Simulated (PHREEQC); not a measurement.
Make-up at 79 °C: 0.26 mmol/kgw H3PO4 and 1.3 mmol/kgw K2HPO4. Closed to the air; pH follows from the charge balance.

Computed with PHREEQC (ion-association model, phreeqc.dat).

Task: The ionic strength comes out as 0.00363 mol/kgw. What activity coefficients do HPO4-2, K+, OH-, H2PO4-, KHPO4- get?

Result: HPO4-2 0.75, K+ 0.93, OH- 0.93, H2PO4- 0.93, KHPO4- 0.93.

This is a speciation only: nothing precipitates in the calculation. At this temperature some constants are extrapolated from 25 °C, and those without enthalpy data are left unchanged.
